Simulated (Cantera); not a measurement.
Feed: 1 mol AlN, 270 mol H2, 19 mol HCl, at 1252 °C and 13.3 mbar.

These are equilibrium values from Cantera (NASA tables, ideal gas, pure condensed phases), not measurements of a reactor. Candidate condensed phases: Al, AlCl3, AlN, NH4Cl; 20 gas species. The tables' values for AlCl2 are old estimates; treat these amounts as uncertain. Kinetics and transport are ignored.

Base state: H2 0.936, HCl 0.0589, N2 0.00173, AlCl 0.00155, AlCl3 0.00136, AlCl2 0.000545, H 0.000198, Cl 1.00e-5 (mole fractions); condensed: gas only.

Task: What changes in the equilibrium state with this change: HCl from 19 to 29 mol?

Result: 
```
species    before     after
-------  --------  --------
H2          0.936     0.906
HCl        0.0589    0.0892
AlCl3     0.00136   0.00192
AlCl      0.00155  0.000920
Cl        1.00e-5   1.54e-5
AlCl2    0.000545  0.000499
N2        0.00173   0.00167
```
